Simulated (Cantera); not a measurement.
Input: 1 mol CH₃SiCl₃, 0.022 mol C₂H₄, 110 mol H₂, at 1773.15 K.

These are equilibrium values from Cantera (NASA tables, ideal gas, pure condensed phases), not measurements of a reactor. Candidate condensed phases: C, C₆H₆, C₇H₈, C₈H₁₈, Si, SiC; 109 gas species. The feed counts by its element totals alone. Equilibrium is a limit: real reactors are often held back by kinetics, nucleation or transport.

### Question
Which condensed phases are stable at each of these points (P (Pa)): 100, 320, 1000, 3200, 10000, 32000, 100000?

### Answer
```
P (Pa)      condensed phases  Si condensed (%)
------  --------------------  ----------------
100     C(graphite) + SiC(s)              98.8
320     C(graphite) + SiC(s)              99.2
1000    C(graphite) + SiC(s)              99.4
3200    C(graphite) + SiC(s)              99.4
10000   C(graphite) + SiC(s)              99.4
32000                 SiC(s)              99.4
100000                SiC(s)              98.9
```

From 1.00 mbar to 0.100 bar the condensed part is C(graphite) + SiC(s). From 0.320 bar to 1.00 bar the condensed part is SiC(s).
